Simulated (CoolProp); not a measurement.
Vapour-liquid equilibrium of hydrogen chloride (1) + propane (2) at -13.95 °C; x and y are mole fractions of (1).

Values from CoolProp's multi-fluid Helmholtz-energy mixture model, Thol 2018 and Lemmon 2009; pair parameters Bell 2016.

Q: Give the bubble pressure and the first vapour's composition at x = 0.05, 0.5, 0.65. Is there an azeotrope?

A: x = 0.05: 0.4517 MPa, y = 0.337; x = 0.5: 1.297 MPa, y = 0.820; x = 0.65: 1.448 MPa, y = 0.863. No azeotrope shows between x = 0.05 and 0.95.

Pair parameters are fitted to limited data, so mixtures are less certain than the pure fluids.
